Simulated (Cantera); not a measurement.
A perfectly stirred reactor is fed with C2H6 : N2 = 1 : 15 (molar parts), at 100.0 Torr; it is held at 1400 K, and followed from long to short residence time.

Detailed kinetics in Cantera: GRI-Mech 3.0 (53 species, 325 reactions). GRI-Mech 3.0 stops at C3 and has no aromatics, soot or wall deposition, so with more carbon than oxygen in the feed, carbon stays in small species such as C2H2 where larger ones or solid carbon would form.

### Question
What does this change do: temperature 1400 to 1673 K?

### Answer
```csv
quantity,before,after
x(C2H6) at τ = 21.0 s,2.78e-5,8.51e-7
x(CH3) at τ = 21.0 s,2.44e-5,4.84e-5
x(H) at τ = 21.0 s,1.03e-5,0.000120
x(C2H) at τ = 21.0 s,5.25e-9,2.98e-7
x(CH4) at τ = 21.0 s,0.0112,0.00214
x(C2H6) at τ = 0.190 s,0.000955,5.88e-5
x(CH3) at τ = 0.190 s,0.000142,0.000420
x(H) at τ = 0.190 s,3.57e-5,0.000251
x(C2H) at τ = 0.190 s,1.78e-8,6.39e-7
x(CH4) at τ = 0.190 s,0.0155,0.00815
```

### Question
What does this change do: N2 15 to 4.6 parts?

### Answer
```csv
quantity,before,after
x(C2H6) at τ = 21.0 s,2.78e-5,5.82e-5
x(CH3) at τ = 21.0 s,2.44e-5,3.55e-5
x(H) at τ = 21.0 s,1.03e-5,1.30e-5
x(C2H) at τ = 21.0 s,5.25e-9,6.64e-9
x(CH4) at τ = 21.0 s,0.0112,0.0304
x(C2H6) at τ = 0.190 s,0.000955,0.00199
x(CH3) at τ = 0.190 s,0.000142,0.000202
x(H) at τ = 0.190 s,3.57e-5,4.41e-5
x(C2H) at τ = 0.190 s,1.78e-8,2.20e-8
x(CH4) at τ = 0.190 s,0.0155,0.0428
```
